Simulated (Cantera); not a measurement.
A perfectly stirred reactor is fed with CO : H2 : O2 : N2 : H2O = 1 : 0.09 : 1.27 : 4.77 : 0.46 (molar parts), at 760 Torr; it is adiabatic with a 375 K inlet, and is followed from long to short residence time, starting on the burning branch (τ in s: 0.19, 0.072, 0.027, 0.01, 0.0038, 0.0014, 0.00053, 0.0002, 7.4e-05, 2.8e-05, 1e-05).

Detailed kinetics in Cantera: GRI-Mech 3.0 (53 species, 325 reactions).

**Question.** What does this change do: pressure from 760 Torr to 9750 Torr?

**Answer.** 
| quantity | before | after |
|---|---|---|
| blow-out, bracketed by the residence times tried | burning at 1.40 ms, out at 0.530 ms | burning at 3.80 ms, out at 1.40 ms |
| x(CO) at τ = 0.190 s | 0.000632 | 0.000211 |
| x(H2) at τ = 0.190 s | 4.46e-5 | 3.97e-6 |
| x(O2) at τ = 0.190 s | 0.103 | 0.103 |
| x(H2O2) at τ = 0.190 s | 1.13e-7 | 7.87e-8 |
| x(CO2) at τ = 0.190 s | 0.141 | 0.142 |
| x(CO) at τ = 1.40 ms | 0.0211 | 0.132 |
| x(H2) at τ = 1.40 ms | 0.000849 | 0.0119 |
| x(O2) at τ = 1.40 ms | 0.111 | 0.167 |
| x(H2O2) at τ = 1.40 ms | 1.51e-6 | <1e-12 |
| x(CO2) at τ = 1.40 ms | 0.119 | <1e-12 |
The hydrogen kinetics of GRI-Mech 3.0 are dated; newer H2 mechanisms differ, most at raised pressure. The pressure lies above the range GRI-Mech 3.0 was tuned for (to about 10 atm).
